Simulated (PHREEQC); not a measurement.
Dissolve 0.018 mol/kgw CuSO4, 0.17 mol/kgw H2SO4 and 0.23 mol/kgw KCl at 25 °C. It is in equilibrium with CO2 at log p = -2 (atm). Otherwise closed; pH follows from the charge balance.

All values are PHREEQC results (ion-association model, phreeqc.dat), not measurements.

```
quantity                   before    after
------------------------  -------  -------
pH                           0.82     1.43
ionic strength (mol/kgw)    0.491    0.111
HSO4- (mol/kgw)             0.141   0.0222
SO4-2 (mol/kgw)            0.0336   0.0131
KSO4- (mol/kgw)           0.00999  0.00142
SI of Sylvite (KCl)         -2.58    -3.83
```

Question: Name the change that produced these shifts.
(A) CuSO4 replaced by FeSO4 at the same molality
(B) diluted 5-fold with water
(C) temperature from 25 to 45 °C
(D) KCl from 0.23 to 0.023 mol/kgw
(E) KCl from 0.23 to 0.253 mol/kgw

Answer: B, diluted 5-fold with water

Precipitation was switched off in this run.
